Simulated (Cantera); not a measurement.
# Gas activation for diamond growth

An isothermal, constant-pressure homogeneous reactor starts with 1.36 % CH4, 97.0 % H2, 1.65 % CO2, at 1423 K and 14000 Pa.

Model: GRI-Mech 3.0 (53 species, 325 reactions), integrated in Cantera.

| t (s) | x CH4 | x H2 | x CO2 | x CH2CO | x H2O | x CH2 | x HO2 |
|---|---|---|---|---|---|---|---|
| 9.00e-5 | 0.0136 | 0.970 | 0.0165 | <1e-12 | 4.17e-10 | <1e-12 | <1e-12 |
| 0.000263 | 0.0136 | 0.970 | 0.0165 | <1e-12 | 3.71e-9 | <1e-12 | <1e-12 |
| 0.000769 | 0.0136 | 0.970 | 0.0165 | <1e-12 | 3.22e-8 | <1e-12 | <1e-12 |
| 0.00225 | 0.0136 | 0.970 | 0.0165 | <1e-12 | 2.76e-7 | <1e-12 | <1e-12 |
| 0.00658 | 0.0136 | 0.970 | 0.0165 | <1e-12 | 2.36e-6 | 1.00e-12 | <1e-12 |
| 0.0192 | 0.0136 | 0.970 | 0.0165 | <1e-12 | 1.97e-5 | 7.89e-12 | <1e-12 |
| 0.0562 | 0.0136 | 0.970 | 0.0163 | 1.06e-11 | 0.000145 | 3.89e-11 | <1e-12 |
| 0.164 | 0.0136 | 0.969 | 0.0158 | 8.68e-11 | 0.000701 | 5.99e-11 | <1e-12 |
| 0.480 | 0.0135 | 0.968 | 0.0142 | 3.18e-10 | 0.00229 | 6.03e-11 | <1e-12 |
| 1.40 | 0.0135 | 0.964 | 0.0104 | 9.17e-10 | 0.00607 | 6.04e-11 | <1e-12 |
| 4.11 | 0.0133 | 0.958 | 0.00424 | 2.16e-9 | 0.0122 | 6.04e-11 | <1e-12 |
| 12.0 | 0.0129 | 0.954 | 0.000404 | 3.90e-9 | 0.0161 | 5.97e-11 | <1e-12 |
| 35.1 | 0.0121 | 0.954 | 0.000124 | 6.43e-9 | 0.0163 | 5.73e-11 | <1e-12 |
| 103 | 0.0108 | 0.955 | 0.000123 | 9.72e-9 | 0.0163 | 5.40e-11 | <1e-12 |
| 300 | 0.0102 | 0.955 | 0.000123 | 1.08e-8 | 0.0161 | 5.21e-11 | <1e-12 |
x: mole fraction; the columns are a selection and need not sum to one.

Equilibrium at this temperature and pressure: CH4 2.13e-6, H2 0.968, CO2 3.73e-5, CH2CO <1e-12, H2O 0.00280, CH2 <1e-12, HO2 <1e-12 (gas phase only).
